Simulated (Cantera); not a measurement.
Charge: 1 mol V₂O₃, 2800 mol H₂, 3 mol H₂O, held at 1025 K and 0.133 bar.

These are equilibrium values from Cantera (NASA tables, ideal gas, pure condensed phases), not measurements of a reactor. Candidate condensed phases: H₂O, V, VO, V₂O₃, V₂O₄, V₂O₅; 12 gas species. Condensed phases not in the tables: the oxides between V₂O₃ and V₂O₅ other than VO₂. Equilibrium is a limit: real reactors are often held back by kinetics, nucleation or transport.

Base state: H₂ 0.999, H₂O 0.00107 (mole fractions); condensed: V₂O₃(s).

Problem. What changes in the equilibrium state with this change: temperature from 1025 K to 2075 K?

Solution. 
```csv
species,before,after
H₂,0.999,0.991
H,1.19e-8,0.00726
H₂O,0.00107,0.00143
VO,<1e-9,4.36e-5
V,<1e-9,1.67e-5
VO₂,<1e-9,1.15e-5
"V₂O₃(s), mol",1.00,0
"VO(l), mol",0,1.80
```
VO: taken at fixed stoichiometry.

Problem. What changes in the equilibrium state with this change: V₂O₃ replaced by Nb₂O₅?

Solution. 
```json
[
 {"species": "H₂", "before": "0.999", "after": "0.999"},
 {"species": "H₂O", "before": "0.00107", "after": "0.00143"},
 {"species": "V₂O₃(s), mol", "before": "1.00", "after": "0"},
 {"species": "NbO₂(s), mol", "before": "0", "after": "2.00"}
]
```
Condensed phases not in the tables: the oxides between NbO₂ and Nb₂O₅. Further candidate phases: Nb, NbO, NbO₂, Nb₂O₅.

Problem. What changes in the equilibrium state with this change: temperature from 1025 K to 1450 K?

Solution. 
```csv
species,before,after
H₂,0.999,0.999
H₂O,0.00107,0.00143
H,1.19e-8,2.59e-5
"V₂O₃(s), mol",1.00,0
"VO(s), mol",0,2.00
```
VO: taken at fixed stoichiometry.
